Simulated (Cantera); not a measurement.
An isothermal, constant-pressure homogeneous reactor starts with NH3 : H2 = 1 : 0.11 (molar parts), at 2150 K and 0.0180 bar.

Detailed kinetics in Cantera: the gas-phase N/H chemistry of the illustrative SiF4/NH3 mechanism in the Surface Chemkin manual (1991). Walls and surfaces, which speed up NH3 decomposition in real reactors, are not modelled.

x: mole fraction; the columns are a selection and need not sum to one.

```
t (s)       x NH3    x H2    x N2H2       x H     x NH2
--------  -------  ------  --------  --------  --------
3.00e-6     0.901  0.0991    <1e-12   1.29e-6   3.42e-6
1.20e-5     0.901  0.0991  4.71e-11   2.09e-6   1.67e-5
4.80e-5     0.901  0.0991   2.65e-9   4.05e-6   7.12e-5
0.000192    0.900  0.0992   8.72e-8   1.19e-5  0.000288
0.000766    0.899  0.0997   2.29e-6   4.25e-5   0.00112
0.00306     0.891   0.104   2.05e-5  0.000112   0.00280
0.0123      0.852     [?]   2.15e-5       [?]   0.00282
0.0490      0.715   0.234   1.61e-5  0.000263   0.00241
0.196         [?]     [?]       [?]       [?]       [?]
0.783      0.0667   0.712   7.83e-7   0.00158  0.000450
3.13      3.25e-5   0.749  8.03e-11    0.0158   2.09e-6
12.5      2.36e-7   0.739    <1e-12    0.0272   2.65e-8
50.0      9.03e-8   0.739    <1e-12    0.0272   1.01e-8
200       8.80e-8   0.739    <1e-12    0.0272   9.89e-9
```

### Question
Some entries are withheld; supply them.

### Answer

- 0.0123, x H2: 0.133
- 0.0123, x H: 0.000150
- 0.196, x NH3: 0.391
- 0.196, x H2: 0.473
- 0.196, x N2H2: 6.79e-6
- 0.196, x H: 0.000615
- 0.196, x NH2: 0.00154
